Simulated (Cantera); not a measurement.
Input (Python, Cantera):

```python
import numpy as np
import cantera as ct

gas = ct.Solution("gri30.yaml")
gas.TPX = 1400, 37000, {'C2H4': 1, 'H2': 55}
inlet = ct.Reservoir(gas, clone=True)

reactor = ct.IdealGasConstPressureReactor(gas, energy="off", clone=False)
exhaust = ct.Reservoir(gas, clone=True)
tau = [4.9, 1.7, 0.56, 0.19, 0.065, 0.022, 0.0074, 0.0025, 0.00085][0]
for a, b in ((inlet, reactor), (reactor, exhaust)):
    ct.MassFlowController(a, b, mdot=lambda t: reactor.mass / tau)
net = ct.ReactorNet([reactor])
show = ['C2H4', 'H2', 'H', 'C2H6', 'C2H', 'C2H2', 'CH3']

rows = []
print(f"{'tau/s':>10s}{'T/K':>9s}" + "".join(f"{s:>11s}" for s in show))
for tau in [4.9, 1.7, 0.56, 0.19, 0.065, 0.022, 0.0074, 0.0025, 0.00085]:
    net.initial_time = 0.0
    net.advance(30 * tau)
    before = gas.X
    net.advance(40 * tau)
    drift = np.max(np.abs(gas.X - before) / (gas.X + 1e-9))
    rows.append([gas.T, *gas[show].X, drift])
    print(f"{tau:10.3e}{gas.T:9.1f}" + "".join(f"{x:11.3e}" for x in gas[show].X))
```

It prints:

```
     tau/s      T/K       C2H4         H2          H       C2H6        C2H       C2H2        CH3
 4.900e+00   1400.0  2.410e-03  9.745e-01  1.462e-05  1.252e-05  1.128e-10  7.762e-03  4.612e-06
 1.700e+00   1400.0  3.208e-03  9.774e-01  1.915e-05  1.719e-05  1.848e-10  9.741e-03  3.781e-06
 5.600e-01   1400.0  4.095e-03  9.796e-01  2.447e-05  2.250e-05  2.633e-10  1.088e-02  2.742e-06
 1.900e-01   1400.0  5.361e-03  9.808e-01  2.908e-05  2.975e-05  3.100e-10  1.079e-02  1.842e-06
 6.500e-02   1400.0  7.646e-03  9.814e-01  3.197e-05  4.209e-05  2.898e-10  9.189e-03  1.177e-06
 2.200e-02   1400.0  1.127e-02  9.818e-01  3.210e-05  5.942e-05  1.904e-10  6.013e-03  6.749e-07
 7.400e-03   1400.0  1.501e-02  9.820e-01  2.727e-05  6.745e-05  6.978e-11  2.595e-03  2.932e-07
 2.500e-03   1400.0  1.736e-02  9.821e-01  1.066e-05  3.271e-05  4.711e-12  4.482e-04  4.362e-08
 8.500e-04   1400.0  1.783e-02  9.821e-01  6.927e-08  1.211e-07  1.480e-15  2.166e-05  8.500e-11
```

Model: GRI-Mech 3.0 (53 species, 325 reactions), integrated in Cantera. GRI-Mech 3.0 was tuned for natural gas; its chemistry of ethylene as a main component is partial and can be far from experiment. GRI-Mech 3.0 stops at C3 and has no aromatics, soot or wall deposition, so with more carbon than oxygen in the feed, carbon stays in small species such as C2H2 where larger ones or solid carbon would form.
